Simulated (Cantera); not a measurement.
An isothermal, constant-pressure homogeneous reactor starts with 19.8 % H2, 12.3 % O2, 67.9 % N2, equivalence ratio 0.80, at 1100 K and 23000 Pa.

Cantera simulation using the H2/O2 subset of GRI-Mech 3.0, which has no nitrogen chemistry; the numbers are that mechanism's predictions, not measurements. The temperature is held fixed by assumption; the heat of reaction is taken as removed at once.

x: mole fraction; the columns are a selection and need not sum to one.

```csv
t (s),x H2,x O2,x HO2,x O,x H,x H2O
2.00e-5,0.198,0.123,1.02e-9,1.47e-10,1.26e-9,4.72e-10
5.80e-5,0.198,0.123,3.51e-9,1.38e-9,1.01e-8,9.34e-9
0.000168,0.198,0.123,___,___,___,___
0.000489,___,___,___,___,___,___
0.00142,0.00500,0.0299,1.08e-5,0.000863,0.00317,0.211
0.00411,0.000633,0.0276,6.51e-6,7.59e-5,8.49e-5,0.218
0.0119,7.95e-5,0.0274,1.85e-6,8.10e-6,3.35e-6,0.219
0.0346,9.13e-6,0.0274,3.00e-7,1.14e-6,1.69e-7,0.219
0.101,1.15e-6,0.0274,5.08e-8,2.23e-7,1.20e-8,0.219
0.292,2.23e-7,0.0274,1.20e-8,5.73e-8,1.40e-9,0.219
0.846,6.05e-8,0.0274,3.63e-9,1.74e-8,2.25e-10,0.219
2.46,1.92e-8,0.0274,1.41e-9,5.74e-9,4.26e-11,0.219
7.13,7.18e-9,0.0274,8.83e-10,2.08e-9,9.81e-12,0.219
20.7,4.04e-9,0.0274,8.66e-10,1.02e-9,3.92e-12,0.219
60.0,3.67e-9,0.0274,8.87e-10,8.68e-10,3.29e-12,0.219
```

Task: Complete the blanks.

Result: 
- 0.000168, x HO2: 1.20e-7
- 0.000168, x O: 1.83e-7
- 0.000168, x H: 1.31e-6
- 0.000168, x H2O: 1.60e-6
- 0.000489, x H2: 0.0484
- 0.000489, x O2: 0.0600
- 0.000489, x HO2: 1.68e-5
- 0.000489, x O: 0.00828
- 0.000489, x H: 0.0618
- 0.000489, x H2O: 0.122
